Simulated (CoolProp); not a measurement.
Vapour-liquid equilibrium of CH2F2 (R32) (1) + R134a (2) at 8.5 kPa; x and y are mole fractions of (1).

Values from CoolProp's multi-fluid Helmholtz-energy mixture model, Tillner-Roth 1997 and Tillner-Roth 1994; pair parameters Lemmon 2004.

| x | bubble temperature, mixture model (K) | bubble temperature, Raoult's law (K) | y, mixture model | y, Raoult's law |
|---|---|---|---|---|
| 0.05 | 201.5 | 201.8 | 0.206 | 0.195 |
| 0.2 | 196.0 | 196.4 | 0.562 | 0.550 |
| 0.35 | 192.1 | 192.5 | 0.738 | 0.734 |
| 0.5 | 189.1 | 189.4 | 0.841 | 0.842 |
| 0.65 | 186.8 | 187.0 | 0.907 | 0.911 |
| 0.8 | 184.8 | 184.9 | 0.954 | 0.958 |
| 0.95 | 183.1 | 183.1 | 0.990 | 0.991 |

The largest gap from Raoult's law is -0.4 K in bubble temperature, at x = 0.2. No azeotrope shows between x = 0.05 and 0.95.

Pair parameters are fitted to limited data, so mixtures are less certain than the pure fluids.
